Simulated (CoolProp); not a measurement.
Properties of R143a along the isobar 101 kPa.

Computed with CoolProp (reference Helmholtz-energy equation of state, Lemmon and Jacobsen 2000).

```tsv
T (°C)	phase	density (kg/m³)	Joule-Thomson coefficient (K/MPa)	isothermal compressibility (1/MPa)	viscosity (µPa s)
-88.25	liquid	1273	-0.4057	0.001327	344
-74.85	liquid	1239	-0.3787	0.001575	291
-61.45	liquid	1205	-0.3460	0.001890	251
-48.05	liquid	1169	-0.3059	0.002301	220
-34.65	gas	4.456	43.01	10.32	8.92
-21.25	gas	4.186	35.00	10.23	9.40
-7.85	gas	3.951	28.77	10.17	9.90
5.45	gas	3.746	23.99	10.12	10.4
18.85	gas	3.561	20.25	10.09	10.9
32.25	gas	3.396	17.32	10.06	11.4
45.65	gas	3.246	14.99	10.04	11.9
59.05	gas	3.109	13.12	10.02	12.4
72.45	gas	2.984	11.59	10.00	12.9
85.85	gas	2.869	10.32	9.989	13.3
```

Viscosity comes from a separate model (Klein 1997), an estimate that may be off by 10 % or more.
